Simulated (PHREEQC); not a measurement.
1.5 g of hydrous ferric oxide (600 m²/g; 0.2 weak and 0.005 strong sites per Fe, Dzombak-Morel constants, diffuse double layer) in 1 kg of water with 0.01 mol/kgw of an inert sodium salt and 7.3e-05 mol/kgw Na2SeO4, at 25 °C; the pH is set by adding NaOH or the inert anion's acid. Oxygen is held at 0.21 atm. No CO2 enters from the air. Precipitation was switched off in this run.

Equilibrium calculation in PHREEQC: ion-association model, wateq4f.dat.

```tsv
pH	Se sorbed (%)	surface charge σ (C/m²)	surface potential ψ (mV)
3	100.0	0.315	199
3.5	100.0	0.269	…
4	100.0	0.212	181
4.5	100.0	0.156	166
5	99.9	0.109	149
5.5	99.6	0.073	129
6	97.8	0.047	107
6.5	87.7	0.029	83
7	51.8	0.017	58
7.5	13.1	0.008	…
8	1.8	0.001	…
8.5	0.2	-0.005	-22
9	0.0	-0.013	-49
9.5	0.0	…	-75
10	0.0	-0.041	-100
10.5	0.0	-0.066	-122
11	0.0	-0.101	-142
```

### Question
Some entries are withheld; supply them.

### Answer

- 3.5, surface potential ψ (mV): 192
- 7.5, surface potential ψ (mV): 33
- 8, surface potential ψ (mV): 6
- 9.5, surface charge σ (C/m²): -0.024

The oxide is taken as insoluble; below pH 4 it would dissolve.
